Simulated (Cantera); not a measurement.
Cantera with NASA thermochemical tables; ideal gases at 1 bar, condensed phases pure. Values are per mole of reaction as written; species without (g) are pure solids or liquids, kept so even where they would boil at 1 bar.

Problem. Between 300 and 525 K, where is each reaction favourable under standard conditions?
- Si + Cl₂(g) ⇌ SiCl₂(g)
- 2 Al + Cl₂(g) ⇌ 2 AlCl(g)
- 0.5 Ti + Cl₂(g) ⇌ 0.5 TiCl₄

Solution. 
- Si + Cl₂(g) ⇌ SiCl₂(g): ΔG° is -180 kJ at 300 K and -189 kJ at 525 K; it stays negative (K > 1). ΔH° is -169 kJ and ΔS° 37 J/K at 525 K.
- 2 Al + Cl₂(g) ⇌ 2 AlCl(g): ΔG° is -156 kJ at 300 K and -194 kJ at 525 K; it stays negative (K > 1). ΔH° is -106 kJ and ΔS° 168 J/K at 525 K.
- 0.5 Ti + Cl₂(g) ⇌ 0.5 TiCl₄: ΔG° is -368 kJ at 300 K and -345 kJ at 525 K; it stays negative (K > 1). ΔH° is -397 kJ and ΔS° -98 J/K at 525 K.
